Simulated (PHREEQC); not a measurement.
2.9 g of hydrous ferric oxide (600 m²/g; 0.2 weak and 0.005 strong sites per Fe, Dzombak-Morel constants, diffuse double layer) in 1 kg of water with 0.01 mol/kgw of an inert sodium salt and 2.6 mmol/kgw Na2SeO4, at 25 °C; the pH is set by adding NaOH or the inert anion's acid. Oxygen is held at 0.21 atm. The system is closed to CO2. No solid was allowed to form.

Base run: PHREEQC, ion-association model, wateq4f.dat. Each further column changes one thing. The table gives surface charge σ (C/m²).

```csv
pH,base,background salt from 0.01 to 0.001 mol/kgw,oxide from 2.9 to 14 g/kgw
3,0.082,0.077,0.294
3.5,0.077,0.067,…
4,0.066,0.053,…
5,0.041,0.028,0.115
5.5,0.031,0.021,0.075
6,0.024,0.016,0.047
6.5,0.018,0.012,0.028
7.5,0.008,…,0.008
8,0.001,0.001,0.001
8.5,-0.007,-0.005,-0.007
9,-0.017,-0.012,-0.017
10,-0.051,-0.039,-0.053
10.5,-0.080,-0.063,-0.084
11,-0.120,-0.098,-0.128
```

### Question
Complete the blanks.

### Answer

- 3.5, oxide from 2.9 to 14 g/kgw: 0.266
- 4, oxide from 2.9 to 14 g/kgw: 0.221
- 7.5, background salt from 0.01 to 0.001 mol/kgw: 0.005

The oxide is taken as insoluble; below pH 4 it would dissolve.
